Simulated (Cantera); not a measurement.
Charge: 1 mol SiH2Cl2, 0.036 mol Cl2, 13 mol H2, equilibrated at 550 °C and 13.3 mbar.

Cantera equilibrium calculation (NASA polynomials, part measured and part estimated; ideal gas, pure solids and liquids). Candidate condensed phases: Si; 19 gas species. The tables' values for SiCl3 are old estimates; treat these amounts as uncertain. Kinetics and transport are ignored.

Base state: H2 0.959, SiCl4 0.0285, SiHCl3 0.00808, HCl 0.00408, SiH2Cl2 0.000193, SiCl3 7.80e-5, SiCl2 1.91e-5 (mole fractions); condensed: Si(s).

Problem. What changes in the equilibrium state with this change: pressure from 13.3 mbar to 1.10 bar?

Solution. 
```csv
species,before,after
H2,0.959,0.958
SiCl4,0.0285,0.0205
SiHCl3,0.00808,0.0190
HCl,0.00408,0.00125
SiH3Cl,1.08e-6,2.71e-5
SiCl2,1.91e-5,1.79e-6
SiH2Cl2,0.000193,0.00149
SiCl3,7.80e-5,2.02e-5
"Si(s), mol",0.466,0.407
```

Problem. What changes in the equilibrium state with this change: SiH2Cl2 replaced by Si2Cl6?

Solution. 
| species | before | after |
|---|---|---|
| H2 | 0.959 | 0.886 |
| SiCl4 | 0.0285 | 0.0895 |
| SiHCl3 | 0.00808 | 0.0184 |
| SiCl3 | 7.80e-5 | 0.000184 |
| SiCl2 | 1.91e-5 | 3.39e-5 |
| SiH2Cl2 | 0.000193 | 0.000316 |
| HCl | 0.00408 | 0.00523 |
| Si(s), mol | 0.466 | 0.431 |
The feed counts by its element totals alone.

Problem. What changes in the equilibrium state with this change: temperature from 550 °C to 600 °C?

Solution. 
```csv
species,before,after
H2,0.959,0.957
SiCl4,0.0285,0.0278
SiHCl3,0.00808,0.00776
HCl,0.00408,0.00734
SiCl2,1.91e-5,7.15e-5
SiCl3,7.80e-5,0.000184
"Si(s), mol",0.466,0.478
```
